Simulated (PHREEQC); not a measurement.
0.21 g of hydrous ferric oxide (600 m²/g; 0.2 weak and 0.005 strong sites per Fe, Dzombak-Morel constants, diffuse double layer) in 1 kg of water with 0.005 mol/kgw of an inert sodium salt, at 25 °C; the pH is set by adding NaOH or the inert anion's acid. Oxygen alone is held at its pressure in air (log pO2 = -0.68). No CO2 enters from the air. Precipitation was switched off in this run.

The numbers come from PHREEQC with the ion-association model, wateq4f.dat.

Question: Predict surface charge σ (C/m²), surface potential ψ (mV) at pH = 4.5, 11.

Answer: 
```csv
pH,surface charge σ (C/m²),surface potential ψ (mV)
4.5,0.131,177
11,-0.081,-148
```
